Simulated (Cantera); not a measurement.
Silicon carbide growth: SiF4 + C2H2 + H2 + C3H8

Feed: 1 mol SiF4, 0.0075 mol C2H2, 61 mol H2, 0.16 mol C3H8, held at 1102 °C.

Method: chemical equilibrium by Gibbs-energy minimisation in Cantera with the NASA 1993 tables (ideal gas, pure condensed phases). Candidate condensed phases: C, C6H6, C7H8, C8H18, Si, SiC; 113 gas species. The tables' values for SiF3, SiF2 are old estimates; treat these amounts as uncertain. Rates play no part.

```json
[
 {"P (Pa)": "100", "x H2": "0.976", "x SiF4": "0.0117", "x HF": "0.0104", "x CH4": "4.74e-6", "x SiF3": "0.00183", "x SiHF3": "0.000201", "x SiF2": "0.000208", "x H": "0.000107", "n C(graphite)": "0.369", "n SiC(s)": "0.125"},
 {"P (Pa)": "270", "x H2": "0.977", "x SiF4": "0.0125", "x HF": "0.00826", "x CH4": "1.28e-5", "x SiF3": "0.00150", "x SiHF3": "0.000271", "x SiF2": "0.000131", "x H": "6.52e-5", "n C(graphite)": "0.396", "n SiC(s)": "0.0977"},
 {"P (Pa)": "720", "x H2": "0.979", "x SiF4": "0.0131", "x HF": "0.00655", "x CH4": "3.43e-5", "x SiF3": "0.00122", "x SiHF3": "0.000360", "x SiF2": "8.19e-5", "x H": "3.99e-5", "n C(graphite)": "0.417", "n SiC(s)": "0.0753"},
 {"P (Pa)": "1900", "x H2": "0.980", "x SiF4": "0.0135", "x HF": "0.00518", "x CH4": "9.08e-5", "x SiF3": "0.000980", "x SiHF3": "0.000470", "x SiF2": "5.13e-5", "x H": "2.46e-5", "n C(graphite)": "0.432", "n SiC(s)": "0.0567"},
 {"P (Pa)": "5200", "x H2": "0.980", "x SiF4": "0.0139", "x HF": "0.00406", "x CH4": "0.000249", "x SiF3": "0.000776", "x SiHF3": "0.000617", "x SiF2": "3.14e-5", "x H": "1.49e-5", "n C(graphite)": "0.439", "n SiC(s)": "0.0404"},
 {"P (Pa)": "14000", "x H2": "0.981", "x SiF4": "0.0141", "x HF": "0.00318", "x CH4": "0.000670", "x SiF3": "0.000613", "x SiHF3": "0.000799", "x SiF2": "1.93e-5", "x H": "9.07e-6", "n C(graphite)": "0.426", "n SiC(s)": "0.0264"},
 {"P (Pa)": "37000", "x H2": "0.980", "x SiF4": "0.0142", "x HF": "0.00250", "x CH4": "0.00177", "x SiF3": "0.000484", "x SiHF3": "0.00103", "x SiF2": "1.19e-5", "x H": "5.58e-6", "n C(graphite)": "0.370", "n SiC(s)": "0.0140"},
 {"P (Pa)": "100000", "x H2": "0.977", "x SiF4": "0.0142", "x HF": "0.00195", "x CH4": "0.00475", "x SiF3": "0.000378", "x SiHF3": "0.00132", "x SiF2": "7.26e-6", "x H": "3.39e-6", "n C(graphite)": "0.196", "n SiC(s)": "0.00192"}
]
```
x: gas mole fraction; n: condensed amount in mol.

From 0.750 Torr to 750 Torr the condensed part is C(graphite) + SiC(s). The main Si-bearing gas is SiF4 throughout. The share of Si in condensed phases is highest at 0.750 Torr (12.5 %) and lowest at 750 Torr (0.2 %).
